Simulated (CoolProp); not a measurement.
A single-stage vapour-compression cycle with n-pentane: evaporating at 288.15 K (dew point), condensing at 324.15 K (bubble point), superheat 2 K, subcooling 0 K, compressor efficiency 0.75, no pressure losses. Each further row changes one setting.

Model: reference Helmholtz-energy equation of state, Thol 2019, in CoolProp.

| case | cooling COP | pressure ratio | discharge temperature (K) | refrigerating effect (kJ/kg) | volumetric capacity (kJ/m³) |
|---|---|---|---|---|---|
| as stated | 5.18 | 3.54 | 326.1 | 292 | 416 |
| evaporating temperature 293.15 K | ___ | 2.90 | ___ | 300 | ___ |
| condensing temperature 319.15 K | ___ | 3.03 | ___ | 305 | 434 |
| subcooling 5 K | 5.40 | 3.54 | 326.1 | 305 | 434 |
| superheat 12 K | 5.27 | 3.54 | 336.2 | 309 | 424 |
| compressor efficiency 0.65 | 4.49 | 3.54 | 330.7 | 292 | 416 |

Problem. What belongs in the gaps?

Solution. 
- evaporating temperature 293.15 K, cooling COP: 6.26
- evaporating temperature 293.15 K, discharge temperature (K): 325.7
- evaporating temperature 293.15 K, volumetric capacity (kJ/m³): 514
- condensing temperature 319.15 K, cooling COP: 6.17
- condensing temperature 319.15 K, discharge temperature (K): 321.6
